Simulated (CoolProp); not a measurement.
Vapour pressure (MPa) of methane: the reference equation beside estimates from Tc = 190.6 K, pc = 4.599 MPa, ω = 0.011. Clausius-Clapeyron is anchored at 146.1 K with a constant enthalpy of vaporisation of 6.835 kJ/mol.

Values from CoolProp's reference Helmholtz-energy equation of state, Setzmann 1991.

```tsv
T (K)	reference	Clausius-Clapeyron	Soave-Redlich-Kwong
146.1	0.8678	0.8678	0.8754
150.1	1.045	1.008	1.056
154.1	1.246	1.162	1.262
158.1	1.474	1.330	1.494
162.2	1.737	1.517	1.762
166.2	2.025	1.714	2.055
170.2	2.345	1.925	2.379
174.2	2.701	2.151	2.738
```

Absolute difference from the reference over all 8 rows, mean and median: Clausius-Clapeyron 10.8 and 11.2 %, Soave-Redlich-Kwong 1.3 and 1.4 %.
